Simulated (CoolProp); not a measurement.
Properties of R245fa along the isobar 401 kPa.

Values from CoolProp's reference Helmholtz-energy equation of state, Akasaka 2015.

| T (K) | phase | density (kg/m³) |
|---|---|---|
| 319.4 | liquid | 1279 |
| 332.8 | gas | 21.65 |
| 346.2 | gas | 20.45 |
| 359.6 | gas | 19.42 |
| 373 | gas | 18.51 |
| 386.4 | gas | 17.71 |
| 399.8 | gas | 16.99 |
| 413.2 | gas | 16.34 |
| 426.6 | gas | 15.75 |
| 440 | gas | 15.20 |
